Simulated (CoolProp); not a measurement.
A closed Brayton cycle with carbon dioxide: compressor inlet 307.15 K and 8.3 MPa, high pressure 17.1 MPa, turbine inlet 635 K, compressor efficiency 0.89, turbine efficiency 0.93, recuperator effectiveness 0.8 (on enthalpy, no pinch check). Each further row changes one setting.

Model: reference Helmholtz-energy equation of state, Span 1996, in CoolProp.

```csv
case,thermal efficiency (%),net work (kJ/kg),compressor to turbine work,compressor exit (K),turbine exit (K)
as stated,23.1,58.9,0.20,328.2,557.7
turbine inlet 585 K,21.8,51.5,0.22,328.2,510.8
compressor inlet 317.15 K,23.4,45.1,…,…,557.7
high pressure 14.5 MPa,20.0,47.4,0.18,323.1,…
recuperator effectiveness 0.5,17.2,58.9,0.20,328.2,557.7
```

Problem. Complete the blanks.

Solution. 
- compressor inlet 317.15 K, compressor to turbine work: 0.39
- compressor inlet 317.15 K, compressor exit (K): 370.4
- high pressure 14.5 MPa, turbine exit (K): 575.1
